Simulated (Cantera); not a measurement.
Charge: 1 mol Si, 1.1 mol NF3, 7.5 mol N2, at 900 °C and 0.000110 bar.

Method: chemical equilibrium by Gibbs-energy minimisation in Cantera with the NASA 1993 tables (ideal gas, pure condensed phases). Candidate condensed phases: Si, Si3N4; 16 gas species. The tables' values for SiF3, SiF2 are old estimates; treat these amounts as uncertain. Rates play no part.

Base state: N2 0.905, SiF4 0.0925, SiF3 0.00206, SiF2 5.43e-5 (mole fractions); condensed: Si3N4(s).

Question: What changes in the equilibrium state with this change: NF3 from 1.1 to 1.4 mol?

Answer: 
| species | before | after |
|---|---|---|
| N2 | 0.905 | 0.872 |
| SiF4 | 0.0925 | 0.106 |
| F | <1e-9 | 0.0213 |
| SiF3 | 0.00206 | <1e-9 |
| SiF2 | 5.43e-5 | <1e-9 |
| Si3N4(s), mol | 0.0567 | 0 |
